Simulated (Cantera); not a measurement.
**TiCl4 + C3H8 + H2 (titanium nitride, carbide and oxide coatings)**

Input: 1 mol TiCl4, 0.77 mol C3H8, 1.6 mol H2, equilibrated at 10.0 mbar.

Equilibrium computed with Cantera from the NASA thermochemical tables; the gas is ideal and each condensed phase is pure. Candidate condensed phases: C, C6H6, C7H8, C8H18, Ti, TiC, TiCl2, TiCl3, TiCl4; 96 gas species. The tables' values for TiCl2 are old estimates; treat these amounts as uncertain. TiC: taken at fixed stoichiometry. Rates play no part.

```tsv
T (°C)	x HCl	x H2	x Cl	x H	x TiCl3	x TiCl2	x TiCl4	x C2H2 (acetylene)	n C(graphite)	n TiC(s)
1277	0.545	0.436	0.000208	0.000208	0.0160	0.000204	0.00298	6.99e-6	1.44	0.873
1327	0.552	0.430	0.000362	0.000357	0.0142	0.000291	0.00200	1.18e-5	1.42	0.890
1377	0.558	0.426	0.000609	0.000593	0.0127	0.000404	0.00136	1.94e-5	1.41	0.904
1427	0.563	0.423	0.000991	0.000958	0.0113	0.000547	0.000938	3.10e-5	1.39	0.915
1477	0.566	0.420	0.00157	0.00151	0.0100	0.000724	0.000655	4.82e-5	1.39	0.924
1527	0.567	0.417	0.00241	0.00231	0.00890	0.000939	0.000462	7.32e-5	1.38	0.931
1577	0.568	0.415	0.00361	0.00347	0.00791	0.00120	0.000330	0.000109	1.37	0.937
1627	0.568	0.413	0.00529	0.00510	0.00703	0.00150	0.000238	0.000158	1.37	0.941
1677	0.566	0.411	0.00758	0.00735	0.00623	0.00184	0.000172	0.000225	1.36	0.945
1727	0.562	0.409	0.0106	0.0104	0.00552	0.00223	0.000126	0.000314	1.36	0.947
1777	0.557	0.406	0.0147	0.0145	0.00486	0.00265	9.19e-5	0.000431	1.36	0.948
1827	0.549	0.403	0.0198	0.0198	0.00427	0.00311	6.72e-5	0.000582	1.35	0.949
```
x: gas mole fraction; n: condensed amount in mol.

From 1277 °C to 1827 °C the condensed part is C(graphite) + TiC(s). The main Ti-bearing gas is TiCl3 throughout. The share of Ti in condensed phases is highest at 1827 °C (94.9 %) and lowest at 1277 °C (87.3 %).
